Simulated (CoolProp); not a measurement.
Aqueous sodium chloride as a coolant, 20 % by mass, freezing at -16.5 °C, 1 atm.

Values from CoolProp's Melinder's fits for secondary coolants.

```tsv
T (°C)	conductivity (W/(m K))	Prandtl number	viscosity (mPa s)	density (kg/m³)
-12.1	0.530	26.3	4.15	1162
-6.1	0.539	20.8	3.32	1159
-0.1	0.548	16.7	2.70	1157
6	0.557	13.6	2.23	1154
12	0.566	11.3	1.88	1151
18	0.575	9.53	1.61	1149
24	0.584	8.17	1.40	1146
30	0.594	7.13	1.24	1143
36	0.603	6.32	1.11	1140
```
